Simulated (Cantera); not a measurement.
A Cantera script and its output.

```python
import numpy as np
import cantera as ct

surf = ct.Interface("ptcombust.yaml", "Pt_surf")
gas = surf.adjacent["gas"]
gas.TPX = 698, 360000, {'H2': 0.017, 'O2': 0.075, 'N2': 0.79, 'H2O': 0.03}
surf.TP = 698, 360000
reactor = ct.FlowReactor(gas, clone=False)
reactor.area = 0.0001  # m2
reactor.surface_area_to_volume_ratio = 8900  # 1/m
reactor.mass_flow_rate = 0.84 * reactor.area * gas.density  # inlet velocity 0.84 m/s
reactor.energy_enabled = False
wall = ct.ReactorSurface(surf, reactor, clone=False)
net = ct.ReactorNet([reactor])
net.rtol, net.atol = 1e-8, 1e-16
show, cover = ['H2', 'O2', 'H2O'], ['PT(S)', 'H(S)', 'O(S)', 'OH(S)', 'CO(S)', 'C(S)']

rows = []
print(f"{'z/m':>9s}{'u/(m/s)':>9s}" + "".join(f"{s:>13s}" for s in show + cover))
for z in [5.5e-05, 9.1e-05, 0.00015, 0.00025, 0.00042, 0.00071, 0.0012, 0.002, 0.0033, 0.0055]:
    net.advance(z)
    rows.append([reactor.speed, *gas[show].X, *surf[cover].coverages])
    print(f"{z:9.4g}{rows[-1][0]:9.3g}" + "".join(f"{x:13.4e}" for x in rows[-1][1:]))
```

It prints:

```
      z/m  u/(m/s)           H2           O2          H2O        PT(S)         H(S)         O(S)        OH(S)        CO(S)         C(S)
  5.5e-05    0.833   2.0238e-03   7.4540e-02   4.9944e-02   4.8831e-02   2.6988e-08   9.3300e-01   1.8067e-02   4.2159e-26   3.2191e-29
  9.1e-05    0.833   1.2629e-03   7.4188e-02   5.0724e-02   3.0908e-02   1.2235e-08   9.5442e-01   1.4604e-02  -3.1834e-25   8.9254e-30
  0.00015    0.832   7.7475e-04   7.3962e-02   5.1225e-02   1.9553e-02   5.6205e-09   9.6867e-01   1.1736e-02  -6.3299e-27   2.2944e-29
  0.00025    0.832   4.5810e-04   7.3815e-02   5.1550e-02   1.2507e-02   2.6442e-09   9.7802e-01   9.4497e-03  -1.6232e-26  -5.8759e-30
  0.00042    0.832   2.5533e-04   7.3721e-02   5.1758e-02   8.4240e-03   1.3489e-09   9.8377e-01   7.7877e-03  -1.1198e-26  -1.0454e-30
  0.00071    0.832   1.2653e-04   7.3661e-02   5.1890e-02   6.2143e-03   7.9195e-10   9.8707e-01   6.7052e-03   8.3628e-27  -2.1766e-31
   0.0012    0.832   5.0083e-05   7.3626e-02   5.1969e-02   5.1144e-03   5.5564e-10   9.8878e-01   6.0910e-03   4.7249e-29   5.0532e-32
    0.002    0.832   1.3430e-05   7.3609e-02   5.2006e-02   4.6513e-03   4.6477e-10   9.8953e-01   5.8122e-03   2.7449e-26   5.9273e-30
   0.0033    0.832   1.7804e-06   7.3603e-02   5.2018e-02   4.5130e-03   4.3866e-10   9.8975e-01   5.7262e-03  -8.1163e-26  -1.4497e-29
   0.0055    0.832   6.1017e-08   7.3603e-02   5.2020e-02   4.4930e-03   4.3492e-10   9.8978e-01   5.7136e-03   1.7725e-28   1.2511e-31
```

Cantera simulation using Deutschmann's 1995 Pt surface mechanism with GRI-Mech 3.0 gas chemistry; the numbers are that mechanism's predictions, not measurements. Catalytic surfaces can have several steady states; this one follows from the mechanism file's or the stated starting coverage. Mass transfer to the wall is taken as infinitely fast.
